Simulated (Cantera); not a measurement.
An isothermal, constant-pressure homogeneous reactor starts with 23.2 % N2O, 0.188 % H2, 76.6 % N2, at 1450 K and 10.00 Torr.

Detailed kinetics in Cantera: GRI-Mech 3.0 (53 species, 325 reactions). GRI-Mech 3.0 was tuned for natural gas; its chemistry of N2O as a main component is partial and can be far from experiment. Radical loss at walls, strong at low pressure, is not modelled. The temperature is held fixed by assumption; the heat of reaction is taken as removed at once.

x: mole fraction; the columns are a selection and need not sum to one.

| t (s) | x N2O | x H2 | x O2 | x H | x HO2 |
|---|---|---|---|---|---|
| 9.00e-5 | 0.232 | 0.00188 | 1.56e-7 | 4.00e-8 | 7.46e-11 |
| 0.000256 | 0.232 | 0.00188 | 1.17e-6 | 1.87e-7 | [?] |
| 0.000730 | 0.232 | 0.00188 | 7.84e-6 | 6.63e-7 | [?] |
| 0.00208 | 0.232 | 0.00185 | 4.08e-5 | 2.02e-6 | [?] |
| 0.00592 | 0.231 | 0.00166 | 0.000158 | 4.54e-6 | [?] |
| 0.0169 | 0.230 | 0.000977 | 0.000549 | 3.90e-6 | [?] |
| 0.0480 | 0.225 | 0.000246 | 0.00173 | 8.82e-7 | [?] |
| 0.137 | 0.216 | 1.88e-5 | 0.00495 | 1.83e-7 | [?] |
| 0.390 | 0.193 | 2.17e-7 | 0.0133 | 1.52e-7 | [?] |
| 1.11 | 0.140 | 1.90e-7 | 0.0322 | 1.85e-7 | [?] |
| 3.16 | 0.0578 | 2.54e-7 | 0.0616 | 2.59e-7 | [?] |
| 9.00 | 0.00533 | 3.09e-7 | 0.0806 | 3.02e-7 | [?] |

Task: Complete the blanks.

Result: 
- 0.000256, x HO2: 1.92e-9
- 0.000730, x HO2: 4.27e-8
- 0.00208, x HO2: 6.55e-7
- 0.00592, x HO2: 4.23e-6
- 0.0169, x HO2: 6.26e-6
- 0.0480, x HO2: 4.23e-6
- 0.137, x HO2: 1.64e-6
- 0.390, x HO2: 6.58e-7
- 1.11, x HO2: 2.26e-7
- 3.16, x HO2: 5.20e-8
- 9.00, x HO2: 5.80e-9
